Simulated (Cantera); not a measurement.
Standard-state values (1 bar) from the NASA 1993 polynomials, evaluated with Cantera. Values are per mole of reaction as written; species without (g) are pure solids or liquids, kept so even where they would boil at 1 bar.

P₄O₁₀ + 5 N₂(g) = 10 NO(g) + 2 P₂(g)

```csv
T (K),ΔH° (kJ),ΔS° (J/K),ΔG° (kJ),log10 K
350,4209.6,1355.8,3735.1,-557.42
375,4209.0,1354.2,3701.2,-515.54
400,4208.2,1351.9,3667.4,-478.90
425,4207.1,1349.3,3633.6,-446.58
450,4205.7,1346.2,3599.9,-417.86
475,(withheld),(withheld),(withheld),(withheld)
500,(withheld),(withheld),(withheld),(withheld)
525,(withheld),(withheld),(withheld),(withheld)
550,4198.4,1331.6,3466.0,-329.17
575,4196.1,1327.5,3432.8,-311.84
```

**Question.** Complete the blanks.

**Answer.** 
- 475, ΔH° (kJ): 4204.2
- 475, ΔS° (J/K): 1342.9
- 475, ΔG° (kJ): 3566.3
- 475, log10 K: -392.17
- 500, ΔH° (kJ): 4202.4
- 500, ΔS° (J/K): 1339.3
- 500, ΔG° (kJ): 3532.8
- 500, log10 K: -369.06
- 525, ΔH° (kJ): 4200.5
- 525, ΔS° (J/K): 1335.5
- 525, ΔG° (kJ): 3499.3
- 525, log10 K: -348.16
